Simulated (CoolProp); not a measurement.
The fluid at 298.15 K and 0.217 MPa flows at 5.7 m/s in a round tube of 12.7 mm bore and 15 µm roughness, fully developed (64/Re and Nu = 3.66 if laminar; Colebrook and Gnielinski if turbulent). The same conditions are run with several fluids, on thermodynamics alone (safety and materials aside).

Model: reference Helmholtz-energy equation of state of each fluid (nitrogen: Span 2000; R143a: Lemmon and Jacobsen 2000; sulfur hexafluoride: Guder 2009; R134a: Tillner-Roth 1994; R410A: Lemmon 2003), in CoolProp. Blends and air are pseudo-pure fits.

```csv
fluid,Reynolds number,Darcy friction factor,pressure drop (Pa/m),heat-transfer coefficient (W/(m² K)),mass flow (kg/h)
nitrogen,9970,0.0327,103,63.8,6.38
R143a,49600,0.0245,240,147,19.9
sulfur hexafluoride,62300,0.0239,400,165,34.1
R134a,57400,0.0241,288,156,24.3
R410A,36700,0.0256,214,108,17.0
```

Transport values come from each fluid's own correlations; those of R143a, R134a are estimates that may be off by 10 % or more.
